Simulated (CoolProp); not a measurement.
Vapour-liquid equilibrium of CH2F2 (R32) (1) + R236FA (2) at -40.25 °C; x and y are mole fractions of (1).

Values from CoolProp's multi-fluid Helmholtz-energy mixture model, Tillner-Roth 1997 and Pan 2012; pair parameters Bell 2016.

Question: Give the bubble pressure and the first vapour's composition at x = 0.275, 0.35, 0.65. Is there an azeotrope?

Answer: x = 0.275: 0.06192 MPa, y = 0.825; x = 0.35: 0.07457 MPa, y = 0.868; x = 0.65: 0.1215 MPa, y = 0.952. No azeotrope shows between x = 0.05 and 0.95.

Pair parameters are fitted to limited data, so mixtures are less certain than the pure fluids.
